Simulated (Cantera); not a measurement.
**Thermodynamics of silicon carbide growth, feed CH3SiCl3 + HCl + H2**

Feed: 1 mol CH3SiCl3, 0.15 mol HCl, 32 mol H2, at 1573.15 K and 2100 Pa.

Equilibrium computed with Cantera from the NASA thermochemical tables; the gas is ideal and each condensed phase is pure. Candidate condensed phases: C, C6H6, C7H8, C8H18, Si, SiC; 109 gas species. The feed counts by its element totals alone. Equilibrium is a limit: real reactors are often held back by kinetics, nucleation or transport.

```
Quantity                               Result
--------------------------------  -----------
x(H2)                                   0.910
x(HCl)                                 0.0890
x(SiCl2)                             0.000282
x(H)                                 0.000268
x(CH4)                                3.19e-5
x(Cl)                                 2.08e-5
x(C2H2 (acetylene))                   1.88e-5
x(SiCl3)                              6.07e-6
n(C(graphite))                    0.00771 mol
n(SiC(s))                           0.990 mol
gas amount                          35.15 mol
log10 activity of Si(s) (absent)        -2.02
```
